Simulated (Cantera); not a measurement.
Charge: 1 mol FeS2, 0.67 mol H2S, 0.034 mol O2, held at 1398 K and 140000 Pa.

Method: chemical equilibrium by Gibbs-energy minimisation in Cantera with the NASA 1993 tables (ideal gas, pure condensed phases). Candidate condensed phases: Fe, FeO, Fe(OH)2, Fe(OH)3, FeS, FeSO4, FeS2, Fe2O3, Fe2(SO4)3, Fe3O4, H2O, H2SO4, S; 22 gas species. FeS: taken at fixed stoichiometry. The numbers say what is thermodynamically allowed, not how fast it happens.

Base state: S2 0.464, H2S 0.400, H2 0.0803, H2O 0.0532, SH 0.00203, S2O 0.000485, SO2 0.000240, SO 4.97e-5 (mole fractions); condensed: FeS(s).

What changes in the equilibrium state with this change: temperature from 1398 K to 723 K?


```json
[
 {"species": "H2S", "before": "0.400", "after": "0.878"},
 {"species": "H2O", "before": "0.0532", "after": "0.0992"},
 {"species": "S2", "before": "0.464", "after": "0.0128"},
 {"species": "H2", "before": "0.0803", "after": "0.000790"},
 {"species": "S8", "before": "<1e-9", "after": "0.00929"},
 {"species": "SO", "before": "4.97e-5", "after": "<1e-9"},
 {"species": "FeS(s), mol", "before": "1.00", "after": "0"},
 {"species": "FeS2(s), mol", "before": "0", "after": "1.00"}
]
```
Gases not in the tables: S3 to S7.

What changes in the equilibrium state with this change: O2 from 0.034 to 7.5 mol?


| species | before | after |
|---|---|---|
| O2 | <1e-9 | 0.524 |
| SO2 | 0.000240 | 0.360 |
| H2O | 0.0532 | 0.0955 |
| S2 | 0.464 | <1e-9 |
| H2S | 0.400 | <1e-9 |
| SO3 | <1e-9 | 0.0202 |
| H2 | 0.0803 | 4.89e-8 |
| SH | 0.00203 | <1e-9 |
| S2O | 0.000485 | <1e-9 |
| OH | 1.48e-8 | 3.41e-5 |
| SO | 4.97e-5 | 2.53e-8 |
| FeS(s), mol | 1.00 | 0 |
| Fe2O3(s), mol | 0 | 0.500 |

What changes in the equilibrium state with this change: temperature from 1398 K to 825 K?


```json
[
 {"species": "H2S", "before": "0.400", "after": "0.853"},
 {"species": "H2O", "before": "0.0532", "after": "0.0964"},
 {"species": "S2", "before": "0.464", "after": "0.0474"},
 {"species": "H2", "before": "0.0803", "after": "0.00248"},
 {"species": "S8", "before": "<1e-9", "after": "0.000485"},
 {"species": "SO", "before": "4.97e-5", "after": "1.17e-8"},
 {"species": "SH", "before": "0.00203", "after": "1.32e-6"},
 {"species": "S2O", "before": "0.000485", "after": "6.56e-5"},
 {"species": "FeS(s), mol", "before": "1.00", "after": "0"},
 {"species": "FeS2(s), mol", "before": "0", "after": "1.00"}
]
```
Gases not in the tables: S3 to S7.
